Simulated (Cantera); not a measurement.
Charge: 1 mol Cu₂O, 0.52 mol H₂, 1.7 mol N₂, equilibrated at 427 °C and 0.158 Torr.

Cantera equilibrium calculation (NASA polynomials, part measured and part estimated; ideal gas, pure solids and liquids). Candidate condensed phases: Cu, CuO, Cu(OH)₂, Cu₂O, H₂O; 27 gas species. Rates play no part.

Base state: N₂ 0.766, H₂O 0.234 (mole fractions); condensed: Cu(s) + Cu₂O(s).

Question: What changes in the equilibrium state with this change: Cu₂O replaced by SiO₂?

Answer: 
```csv
species,before,after
N₂,0.766,0.766
H₂,3.60e-8,0.234
H₂O,0.234,2.00e-7
"Cu(s), mol",1.04,0
"Cu₂O(s), mol",0.480,0
"SiO₂(α-quartz), mol",0,1.00
```
Further candidate phases: Si, SiO₂, Si₂N₂O, Si₃N₄.

Question: What changes in the equilibrium state with this change: temperature from 427 °C to 1075 °C?

Answer: 
```tsv
species	before	after
N₂	0.766	0.752
H₂O	0.234	0.230
O₂	<1e-9	0.0156
Cu	<1e-9	0.00224
NO	<1e-9	0.000143
OH	<1e-9	0.000118
Cu(s), mol	1.04	1.18
Cu₂O(s), mol	0.480	0.409
```
Mutual solubility and eutectic melting of coexisting phases are not modelled.
